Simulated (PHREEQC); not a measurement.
0.081 g of hydrous ferric oxide (600 m²/g; 0.2 weak and 0.005 strong sites per Fe, Dzombak-Morel constants, diffuse double layer) in 1 kg of water with 0.05 mol/kgw of an inert sodium salt and 0.041 mmol/kgw Ag2SO4 and 0.0028 mmol/kgw MnCl2, at 25 °C; the pH is set by adding NaOH or the inert anion's acid. The system is closed to oxygen. No CO2 enters from the air. No solid was allowed to form.

Base run: PHREEQC, ion-association model, wateq4f.dat. Each further column changes one thing. The table gives S sorbed (%).

| pH | base | no electrostatic term (-no_edl) | background salt from 0.05 to 0.005 mol/kgw | oxide from 0.081 to 0.41 g/kgw |
|---|---|---|---|---|
| 3 | 92.4 | 0.0 | 99.8 | 99.7 |
| 3.5 | 91.7 | 0.0 | 99.8 | 99.7 |
| 4 | 89.0 | 0.0 | 99.3 | (withheld) |
| 4.5 | 82.4 | 0.0 | (withheld) | 99.1 |
| 5 | 69.4 | 0.0 | (withheld) | 97.6 |
| 5.5 | 50.0 | 0.0 | 72.9 | 92.1 |
| 6 | 28.2 | 0.0 | (withheld) | 74.4 |
| 6.5 | 10.9 | 0.0 | 22.7 | 40.5 |
| 7 | 2.6 | 0.0 | 6.3 | (withheld) |
| 7.5 | 0.4 | 0.0 | 1.0 | (withheld) |
| 8 | 0.1 | 0.0 | 0.1 | 0.3 |
| 8.5 | 0.0 | 0.0 | 0.0 | 0.0 |
| 9 | 0.0 | 0.0 | 0.0 | 0.0 |

Q: Complete the blanks.

A: 
- 4, oxide from 0.081 to 0.41 g/kgw: 99.6
- 4.5, background salt from 0.05 to 0.005 mol/kgw: 97.5
- 5, background salt from 0.05 to 0.005 mol/kgw: 90.4
- 6, background salt from 0.05 to 0.005 mol/kgw: 47.6
- 7, oxide from 0.081 to 0.41 g/kgw: 12.0
- 7.5, oxide from 0.081 to 0.41 g/kgw: 2.1

In at least one series the solution becomes supersaturated in solids that the run did not let form, among them Cerargyrite. The oxide is taken as insoluble; below pH 4 it would dissolve.
